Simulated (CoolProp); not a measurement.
Octamethyltrisiloxane (MDM) along the isotherm 301.85 °C: Z from the reference equation and from simpler models built on Tc = 292.2 °C, pc = 1.438 MPa, ω = 0.528; each cubic takes its own stable root.

Model: reference Helmholtz-energy equation of state, Thol 2017, in CoolProp.

```csv
p (MPa),phase,reference
0.00682,gas,0.9985
0.0121,gas,0.9974
0.0216,gas,0.9953
0.0383,gas,0.9916
0.0682,gas,0.9850
0.121,gas,0.9732
0.216,gas,0.9513
0.383,gas,0.9107
0.682,gas,0.8296
1.21,gas,0.6400
2.16,supercritical,0.2610
```

Task: How far does each simpler model (van der Waals, Redlich-Kwong, Soave-Redlich-Kwong, Peng-Robinson) lie from the reference over these 11 states: mean and median of the absolute difference, and the worst?

Result: 
- van der Waals: mean 4.1 %, median 0.2 %, worst +36.5 % at 301.85 °C and 2.16 MPa
- Redlich-Kwong: mean 1.6 %, median 0.1 %, worst +16.1 % at 301.85 °C and 2.16 MPa
- Soave-Redlich-Kwong: mean 2.1 %, median 0.1 %, worst +20.1 % at 301.85 °C and 2.16 MPa
- Peng-Robinson: mean 1.4 %, median 0.4 %, worst +9.2 % at 301.85 °C and 2.16 MPa
